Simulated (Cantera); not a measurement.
**Stirred combustor or abatement burner**

A perfectly stirred reactor is fed with 10.5 % CH₄, 1.26 % C₂H₆, 14.9 % O₂, 73.4 % N₂, at 4.93 atm; it is adiabatic with a 475 K inlet, and is followed from long to short residence time, starting on the burning branch (τ in s: 0.29, 0.12, 0.045, 0.018, 0.0069, 0.0027, 0.0011, 0.00041, 0.00016, 6.3e-05, 2.5e-05, 9.6e-06, 3.8e-06).

Detailed kinetics in Cantera: GRI-Mech 3.0 (53 species, 325 reactions).

| τ (s) | T (K) | x CH₄ | x C₂H₆ | x O₂ | x CH₂CO | x NO₂ |
|---|---|---|---|---|---|---|
| 0.29 | 1749 | 0.00735 | 6.10e-6 | 0.000253 | 1.07e-5 | 7.92e-12 |
| 0.12 | 1758 | 0.00906 | 1.23e-5 | 0.000529 | 2.04e-5 | 1.68e-11 |
| 0.045 | 1762 | 0.0110 | 2.66e-5 | 0.00117 | 4.12e-5 | 3.49e-11 |
| 0.018 | 1757 | 0.0127 | 5.57e-5 | 0.00237 | 7.94e-5 | 6.28e-11 |
| 0.0069 | 1735 | 0.0147 | 0.000128 | 0.00495 | 0.000158 | 1.10e-10 |
| 0.0027 | 1677 | 0.0177 | 0.000338 | 0.0110 | 0.000335 | 1.84e-10 |
| 0.0011 | 475 | 0.105 | 0.0126 | 0.149 | <1e-12 | <1e-12 |
| 0.00041 | 475 | 0.105 | 0.0126 | 0.149 | <1e-12 | <1e-12 |
| 0.00016 | 475 | 0.105 | 0.0126 | 0.149 | <1e-12 | <1e-12 |
| 6.3e-5 | 475 | 0.105 | 0.0126 | 0.149 | <1e-12 | <1e-12 |
| 2.5e-5 | 475 | 0.105 | 0.0126 | 0.149 | <1e-12 | <1e-12 |
| 9.6e-6 | 475 | 0.105 | 0.0126 | 0.149 | <1e-12 | <1e-12 |
| 3.8e-6 | 475 | 0.105 | 0.0126 | 0.149 | <1e-12 | <1e-12 |
x: mole fraction; the columns are a selection and need not sum to one.
